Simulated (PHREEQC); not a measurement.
Reverse-osmosis reject

Model water analysis in mmol/kgw, 25 °C, pH 8.33, pe 10.1: Na 71; K 0.354; Ca 2.59; Mg 5.65; Cl 86.4; S(6) 0.254; Alkalinity (meq/kgw) 0.145; Zn 0.0113.

Valence states are taken as typed.

The numbers come from PHREEQC with the ion-association model, wateq4f.dat.

```yaml
ionic_strength: 0.0957 mol/kgw
charge_balance_error: 0.5 %
```

| species | molality | activity | log γ |
|---|---|---|---|
| Cl- | 0.0864 | 0.0663 | -0.115 |
| Na+ | 0.0710 | 0.0557 | -0.105 |
| Mg+2 | 0.00561 | 0.00231 | -0.386 |
| Ca+2 | 0.00257 | 0.00102 | -0.403 |
| K+ | 0.000354 | 0.000272 | -0.115 |
| SO4-2 | 0.000180 | 6.81e-5 | -0.422 |
| HCO3- | 0.000113 | 8.92e-5 | -0.102 |
| MgSO4 | 3.60e-5 | 3.69e-5 | 0.010 |
| NaSO4- | 2.41e-5 | 1.90e-5 | -0.102 |
| CaSO4 | 1.35e-5 | 1.38e-5 | 0.010 |
| Zn+2 | 6.57e-6 | 2.66e-6 | -0.392 |
| MgHCO3+ | 3.12e-6 | 2.41e-6 | -0.112 |

This is a speciation only: nothing precipitates in the calculation. Complexes and solids missing from the database can't appear.
